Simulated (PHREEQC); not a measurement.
## Brine (model solution)

Solution (25 °C): 0.8 mol/kgw KOH and 0.028 mol/kgw K2SO4. Closed to the air; pH follows from the charge balance.

Computed with PHREEQC (Pitzer model, pitzer.dat).

Each row changes one thing in this solution. No solid was allowed to form.

```json
[
 {"case": "as made", "pH": "13.82", "ionic strength (mol/kgw)": "0.884", "SI of Arcanite (K2SO4)": "-1.24"},
 {"case": "KOH replaced by KHSO4 at the same molality", "pH": "0.74", "ionic strength (mol/kgw)": "1.42", "SI of Arcanite (K2SO4)": "-0.59"},
 {"case": "KOH from 0.8 to 0.88 mol/kgw", "pH": "13.87", "ionic strength (mol/kgw)": "0.964", "SI of Arcanite (K2SO4)": "-1.20"},
 {"case": "diluted 10-fold with water", "pH": "12.80", "ionic strength (mol/kgw)": "0.0884", "SI of Arcanite (K2SO4)": "-3.50"},
 {"case": "temperature from 25 to 5 °C", "pH": "14.56", "ionic strength (mol/kgw)": "0.884", "SI of Arcanite (K2SO4)": "-0.94"},
 {"case": "KOH from 0.8 to 0.72 mol/kgw", "pH": "13.77", "ionic strength (mol/kgw)": "0.804", "SI of Arcanite (K2SO4)": "-1.29"},
 {"case": "0.15 mol/kgw Na2SO4 added", "pH": "13.79", "ionic strength (mol/kgw)": "1.33", "SI of Arcanite (K2SO4)": "-0.61"},
 {"case": "K2SO4 from 0.028 to 0.0056 mol/kgw", "pH": "13.82", "ionic strength (mol/kgw)": "0.817", "SI of Arcanite (K2SO4)": "-1.95"}
]
```

In brines, pH and single-ion activities rest on the MacInnes convention. At this temperature some constants are extrapolated from 25 °C, and those without enthalpy data are left unchanged.
